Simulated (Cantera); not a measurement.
A closed system holds: 1 mol Si, 8.2 mol Br₂, 0.71 mol N₂, 6.2 mol HBr, held at 1023 K and 9.30 Pa.

These are equilibrium values from Cantera (NASA tables, ideal gas, pure condensed phases), not measurements of a reactor. Candidate condensed phases: Br₂, Si, Si₃N₄; 28 gas species. Rates play no part.

Base state: HBr 0.364, Br 0.341, Br₂ 0.194, SiBr₄ 0.0588, N₂ 0.0417 (mole fractions); condensed: gas only.

Problem. What changes in the equilibrium state with this change: temperature from 1023 K to 1425 K?

Solution. 
```csv
species,before,after
Br,0.341,0.644
HBr,0.364,0.277
SiBr₂,1.20e-8,0.0401
Br₂,0.194,0.000997
SiBr₄,0.0588,0.00292
N₂,0.0417,0.0321
H,<1e-9,2.91e-5
H₂,4.14e-7,0.00169
```
The tables' values for SiBr₃ are old estimates; treat these amounts as uncertain.
